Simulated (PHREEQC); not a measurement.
Solution (71 °C): 19 mmol/kgw HF, 0.97 mmol/kgw NH4HF2 and 0.29 mmol/kgw H4SiO4. Closed to the air; pH follows from the charge balance.

Computed with PHREEQC (ion-association model, phreeqc.dat).

- pH: 2.69
- ionic strength: 0.00341 mol/kgw
- total alkalinity: -20.0 meq/kg

```csv
species,molality,activity,log γ
HF,0.0165,0.0165,0.000
F-,0.00238,0.00222,-0.031
H+,0.00216,0.00202,-0.028
NH4+,0.000970,0.000903,-0.031
SiF6-2,0.000287,0.000218,-0.119
HF2-,0.000172,0.000160,-0.030
H4SiO4,2.82e-6,2.82e-6,0.000
NH3,4.17e-9,4.17e-9,0.000
```

No solid was allowed to form. Complexes and solids missing from the database can't appear. At this temperature some constants are extrapolated from 25 °C, and those without enthalpy data are left unchanged. SiF6-2 is the database's only silicon fluoride.
